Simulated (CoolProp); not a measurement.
Propylene along the isobar 204 bar: fugacity coefficient from the reference equation and from simpler models built on Tc = 364.2 K, pc = 45.55 bar, ω = 0.146; each cubic takes its own stable root.

Model: reference Helmholtz-energy equation of state, Lemmon 2013, in CoolProp.

```
T (K)          phase  reference
-----  -------------  ---------
107.2         liquid   4.997e-8
155           liquid   9.143e-5
202.9         liquid   0.003364
250.7         liquid    0.02544
298.6         liquid    0.08860
346.4         liquid     0.1987
394.3  supercritical     0.3403
442.1  supercritical     0.4869
```

Task: How far does each simpler model (van der Waals, Redlich-Kwong, Peng-Robinson) lie from the reference over these 8 states: mean and median of the absolute difference, and the worst?

Result: 
- van der Waals: mean 116623.0 %, median 197.9 %, worst +922253.4 % at 107.2 K and 204 bar
- Redlich-Kwong: mean 21.6 %, median 19.8 %, worst -54.5 % at 107.2 K and 204 bar
- Peng-Robinson: mean 11.1 %, median 3.0 %, worst +64.3 % at 107.2 K and 204 bar
